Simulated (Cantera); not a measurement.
## Catalytic combustion on Pt

An isothermal plug-flow reactor at 723 K and 750 Torr (inlet), inlet velocity 0.042 m/s, active area per volume 190 1/m; feed CO : O2 : N2 : H2O = 0.0025 : 0.029 : 0.79 : 0.0053 (molar parts), equivalence ratio 0.043.

Detailed kinetics in Cantera: Deutschmann's 1995 Pt surface mechanism with GRI-Mech 3.0 gas chemistry. Catalytic surfaces can have several steady states; this one follows from the mechanism file's or the stated starting coverage. Mass transfer to the wall is taken as infinitely fast.

```json
[
 {"z (m)": "0.00028", "x CO": "0.00120", "x O2": "0.0342", "x H2O": "0.00642", "x CO2": "0.00183", "θ free Pt": "0.0283", "θ O*": "0.969", "θ OH*": "0.00222"},
 {"z (m)": "0.00061", "x CO": "0.000874", "x O2": "0.0340", "x H2O": "0.00642", "x CO2": "0.00215", "θ free Pt": "0.0245", "θ O*": "0.973", "θ OH*": "0.00207"},
 {"z (m)": "0.0013", "x CO": "0.000527", "x O2": "0.0339", "x H2O": "0.00642", "x CO2": "0.00250", "θ free Pt": "0.0218", "θ O*": "0.976", "θ OH*": "0.00196"},
 {"z (m)": "0.0028", "x CO": "0.000214", "x O2": "0.0337", "x H2O": "0.00642", "x CO2": "0.00281", "θ free Pt": "0.0200", "θ O*": "0.978", "θ OH*": "0.00188"},
 {"z (m)": "0.0061", "x CO": "3.71e-5", "x O2": "0.0336", "x H2O": "0.00642", "x CO2": "0.00299", "θ free Pt": "0.0192", "θ O*": "0.979", "θ OH*": "0.00184"},
 {"z (m)": "0.013", "x CO": "1.10e-6", "x O2": "0.0336", "x H2O": "0.00642", "x CO2": "0.00303", "θ free Pt": "0.0191", "θ O*": "0.979", "θ OH*": "0.00183"},
 {"z (m)": "0.028", "x CO": "5.48e-10", "x O2": "0.0336", "x H2O": "0.00642", "x CO2": "0.00303", "θ free Pt": "0.0191", "θ O*": "0.979", "θ OH*": "0.00183"}
]
```
x: gas mole fraction; θ: surface coverage.
